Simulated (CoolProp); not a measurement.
A simple Rankine cycle with m-xylene: condensing at 332.15 K, boiler at 0.319 MPa, turbine inlet 475.8 K, turbine efficiency 0.9, pump efficiency 0.8, no recuperator. Each further row changes one setting.

The numbers come from the reference Helmholtz-energy equation of state, Zhou 2012 in CoolProp.

```csv
case,thermal efficiency (%),net work (kJ/kg),heat in (kJ/kg),turbine exit temperature (K),volume ratio over the turbine
as stated,___,___,601,401.2,46.5
turbine inlet 495.8 K,19.1,122,640,___,46.2
condensing temperature 324.15 K,20.5,126,616,394.7,66.1
boiler pressure 0.223 MPa,17.8,___,___,___,32.2
turbine efficiency 0.8,17.2,103,601,___,47.4
```

**Question.** Complete the blanks.

**Answer.** 
- as stated, thermal efficiency (%): 19.3
- as stated, net work (kJ/kg): 116
- turbine inlet 495.8 K, turbine exit temperature (K): 421.4
- boiler pressure 0.223 MPa, net work (kJ/kg): 108
- boiler pressure 0.223 MPa, heat in (kJ/kg): 605
- boiler pressure 0.223 MPa, turbine exit temperature (K): 408.9
- turbine efficiency 0.8, turbine exit temperature (K): 409.3
